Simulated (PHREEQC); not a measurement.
Consider water at 63 °C with 3 mmol/kgw Na2HAsO4 and 160 mmol/kgw NaOH. Closed to the air; pH follows from the charge balance.

All values are PHREEQC results (ion-association model, wateq4f.dat), not measurements.

**Question.** The ionic strength comes out as 0.175 mol/kgw. What activity coefficients do OH-, HAsO4-2, AsO4-3, Na+ get?

**Answer.** OH- 0.70, HAsO4-2 0.29, AsO4-3 0.063, Na+ 0.73.

Precipitation was switched off in this run. At this temperature some constants are extrapolated from 25 °C, and those without enthalpy data are left unchanged.
